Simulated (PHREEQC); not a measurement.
Solution (20 °C): 0.0012 mol Cu(NO3)2, 0.00061 mol HBF4 and 0.008 mol NaCl per kg of water. It is in equilibrium with CO2 at log p = -1 (atm). Otherwise closed; pH follows from the charge balance.

All values are PHREEQC results (ion-association model, phreeqc.dat), not measurements.

Precipitation was switched off in this run.

Question: Predict the pH.

Answer: pH 3.01.

Question: In which forms is F present?

Answer: HF 47 %, F- 39 %, BF4- 9.5 %, BF3OH- 2.1 %, BF2(OH)2- 1.4 %, CuF+ 0.5 % of the F.

Complexes and solids missing from the database can't appear. Real BF4- forms and hydrolyses slowly; the run takes it at equilibrium.
